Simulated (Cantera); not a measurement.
Input (Python, Cantera):

```python
import numpy as np
import cantera as ct

gas = ct.Solution("SiF4_NH3_mec.yaml", "gas")
gas.TPX = 2298, 8700, {'NH3': 1, 'N2': 0.59}
inlet = ct.Reservoir(gas, clone=True)

reactor = ct.IdealGasConstPressureReactor(gas, energy="off", clone=False)
exhaust = ct.Reservoir(gas, clone=True)
tau = [17, 6.9, 2.9, 1.2, 0.5, 0.21, 0.087, 0.036, 0.015, 0.0063][0]
for a, b in ((inlet, reactor), (reactor, exhaust)):
    ct.MassFlowController(a, b, mdot=lambda t: reactor.mass / tau)
net = ct.ReactorNet([reactor])
show = ['NH3', 'N2H2', 'NH2', 'N2H4', 'N', 'H2']

rows = []
print(f"{'tau/s':>10s}{'T/K':>9s}" + "".join(f"{s:>11s}" for s in show))
for tau in [17, 6.9, 2.9, 1.2, 0.5, 0.21, 0.087, 0.036, 0.015, 0.0063]:
    net.initial_time = 0.0
    net.advance(30 * tau)
    before = gas.X
    net.advance(40 * tau)
    drift = np.max(np.abs(gas.X - before) / (gas.X + 1e-9))
    rows.append([gas.T, *gas[show].X, drift])
    print(f"{tau:10.3e}{gas.T:9.1f}" + "".join(f"{x:11.3e}" for x in gas[show].X))
```

It prints:

```
     tau/s      T/K        NH3       N2H2        NH2       N2H4          N         H2
 1.700e+01   2298.0  8.494e-05  1.730e-09  1.066e-05  5.579e-13  1.713e-05  5.614e-01
 6.900e+00   2298.0  1.847e-04  5.312e-09  1.967e-05  1.904e-12  2.277e-05  5.639e-01
 2.900e+00   2298.0  7.784e-04  2.301e-08  4.911e-05  1.191e-11  1.982e-05  5.694e-01
 1.200e+00   2298.0  5.735e-03  1.082e-07  1.506e-04  1.125e-10  1.036e-05  5.700e-01
 5.000e-01   2298.0  1.930e-02  3.196e-07  3.157e-04  4.949e-10  8.243e-06  5.588e-01
 2.100e-01   2298.0  4.863e-02  8.207e-07  5.782e-04  1.661e-09  7.686e-06  5.323e-01
 8.700e-02   2298.0  1.082e-01  1.968e-06  9.939e-04  4.907e-09  7.381e-06  4.777e-01
 3.600e-02   2298.0  2.104e-01  4.240e-06  1.578e-03  1.237e-08  6.888e-06  3.835e-01
 1.500e-02   2298.0  3.438e-01  7.725e-06  2.259e-03  2.536e-08  5.933e-06  2.605e-01
 6.300e-03   2298.0  4.670e-01  1.146e-05  2.916e-03  4.225e-08  4.384e-06  1.468e-01
```

Model: the gas-phase N/H chemistry of the illustrative SiF4/NH3 mechanism in the Surface Chemkin manual (1991), integrated in Cantera. Walls and surfaces, which speed up NH3 decomposition in real reactors, are not modelled.
